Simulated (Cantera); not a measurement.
An isothermal, constant-pressure homogeneous reactor starts with 10.5 % NH3, 89.5 % H2, at 1623 K and 760 Torr.

Detailed kinetics in Cantera: the gas-phase N/H chemistry of the illustrative SiF4/NH3 mechanism in the Surface Chemkin manual (1991). Walls and surfaces, which speed up NH3 decomposition in real reactors, are not modelled.

x: mole fraction; the columns are a selection and need not sum to one.

| t (s) | x NH3 | x H2 | x NH2 | x N2H4 | x N2H2 | x NH | x N |
|---|---|---|---|---|---|---|---|
| 2.00e-6 | 0.105 | 0.895 | 7.24e-9 | <1e-12 | <1e-12 | <1e-12 | <1e-12 |
| 9.02e-6 | 0.105 | 0.895 | 2.97e-8 | <1e-12 | <1e-12 | <1e-12 | <1e-12 |
| 4.07e-5 | 0.105 | 0.895 | [?] | <1e-12 | <1e-12 | 4.62e-12 | <1e-12 |
| 0.000184 | 0.105 | 0.895 | 5.89e-7 | 7.23e-12 | 9.65e-12 | 9.54e-11 | <1e-12 |
| 0.000829 | 0.105 | 0.895 | 2.64e-6 | 1.47e-10 | 2.14e-10 | 1.92e-9 | 8.85e-12 |
| 0.00374 | 0.105 | 0.895 | 1.04e-5 | 2.27e-9 | 3.78e-9 | 2.96e-8 | 5.35e-10 |
| 0.0169 | 0.105 | 0.895 | 1.66e-5 | 5.81e-9 | 1.05e-8 | 7.58e-8 | 2.19e-9 |
| 0.0762 | 0.105 | 0.895 | 1.66e-5 | 5.82e-9 | 1.05e-8 | 7.60e-8 | 2.20e-9 |
| 0.344 | 0.104 | 0.895 | 1.64e-5 | 5.72e-9 | 1.04e-8 | 7.54e-8 | 2.19e-9 |
| 1.55 | 0.100 | 0.898 | 1.59e-5 | 5.32e-9 | 9.62e-9 | 7.29e-8 | 2.12e-9 |
| 7.00 | [?] | 0.906 | [?] | [?] | [?] | [?] | [?] |

Q: What belongs in the gaps?

A: 
- 4.07e-5, x NH2: 1.31e-7
- 7.00, x NH3: 0.0852
- 7.00, x NH2: 1.36e-5
- 7.00, x N2H4: 3.94e-9
- 7.00, x N2H2: 7.09e-9
- 7.00, x NH: 6.35e-8
- 7.00, x N: 1.87e-9
